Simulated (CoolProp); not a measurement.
The fluid at 589.33 K and 0.476 MPa (stagnation) flows isentropically through a choked orifice. The same conditions are run with several fluids, on thermodynamics alone (safety and materials aside).

Model: reference Helmholtz-energy equation of state of each fluid (n-undecane: Aleksandrov 2011; n-hexane: Thol 2019; methanol: de Reuck 1993; dry air: Lemmon 2000; ethane: Bücker 2006), in CoolProp. Blends and air are pseudo-pure fits.

Q: Rank n-undecane, n-hexane, methanol, dry air, ethane by throat to inlet pressure ratio, highest first.

A: n-undecane (0.620), n-hexane (0.602), ethane (0.583), methanol (0.575), dry air (0.530)

```
fluid       mass flux (kg/(m² s))  throat temperature (K)
----------  ---------------------  ----------------------
n-undecane                   1700                   582.3
n-hexane                     1240                   578.6
methanol                      779                   549.0
dry air                       789                   494.3
ethane                        743                   559.3
```
